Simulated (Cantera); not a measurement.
Feed: 1 mol HgO, 0.081 mol O2, 2.3 mol N2, held at 773.15 K and 0.000220 bar.

These are equilibrium values from Cantera (NASA tables, ideal gas, pure condensed phases), not measurements of a reactor. Candidate condensed phases: Hg, HgO; 10 gas species. The numbers say what is thermodynamically allowed, not how fast it happens.

Problem. What is the equilibrium state?

Solution. 
```json
{
 "x(N2)": "0.593",
 "x(Hg)": "0.258",
 "x(O2)": "0.150",
 "gas_amount": "3.881 mol",
 "log10 activity of Hg(l) (absent)": "-5.15"
}
```
